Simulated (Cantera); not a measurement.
An isothermal, constant-pressure homogeneous reactor starts with NO : N2 = 1 : 0.55 (molar parts), at 1925 K and 100.0 Torr.

Detailed kinetics in Cantera: GRI-Mech 3.0 (53 species, 325 reactions).

Question: Predict: x(NO) at 5.00 s; x(N2O) at 5.00 s; x(O2) at 5.00 s; x(NO2) at 5.00 s; x(O) at 5.00 s; x(N2) at 5.00 s.

Answer: 
```
Property                                              Value
----------------  -----------------------------------------
x(NO) at 5.00 s       0.290 (gas-phase equilibrium 0.00707)
x(N2O) at 5.00 s    2.96e-5 (gas-phase equilibrium 1.35e-7)
x(O2) at 5.00 s         0.177 (gas-phase equilibrium 0.319)
x(NO2) at 5.00 s   0.000190 (gas-phase equilibrium 6.24e-6)
x(O) at 5.00 s    0.000437 (gas-phase equilibrium 0.000572)
x(N2) at 5.00 s         0.532 (gas-phase equilibrium 0.674)
```
